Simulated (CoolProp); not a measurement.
Vapour-liquid equilibrium of n-butane (1) + cis-2-butene (2) at 316.2 K; x and y are mole fractions of (1).

The numbers come from the multi-fluid Helmholtz-energy mixture model, Bücker 2006 and Lemmon 2005; pair parameters Bell 2016 in CoolProp.

Give the bubble pressure and the first vapour's composition at x = 0.45, 0.65, 0.75. Is there an azeotrope?

x = 0.45: 3.951 bar, y = 0.474; x = 0.65: 4.025 bar, y = 0.666; x = 0.75: 4.055 bar, y = 0.762. No azeotrope shows between x = 0.05 and 0.95.

Pair parameters are fitted to limited data, so mixtures are less certain than the pure fluids.
